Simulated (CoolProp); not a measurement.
Aqueous lithium chloride as a coolant, at -6 °C, 1 atm.

The numbers come from the Melinder's fits for secondary coolants in CoolProp.

```
mass %  freezing point (°C)  cp (kJ/(kg K))  viscosity (mPa s)  density (kg/m³)  conductivity (W/(m K))
------  -------------------  --------------  -----------------  ---------------  ----------------------
6.6                    -7.1           3.821               2.63             1040                   0.539
7.9                    -8.9           3.744               2.75             1048                   0.537
9.3                   -11.1           3.663               2.88             1056                   0.535
10.7                  -13.5           3.582               3.02             1064                   0.532
12.1                  -16.3           3.502               3.18             1073                   0.530
13.5                  -19.6           3.424               3.35             1081                   0.528
14.9                  -23.6           3.348               3.54             1090                   0.525
16.3                  -28.3           3.275               3.74             1098                   0.523
17.7                  -33.7           3.205               3.95             1107                   0.520
```
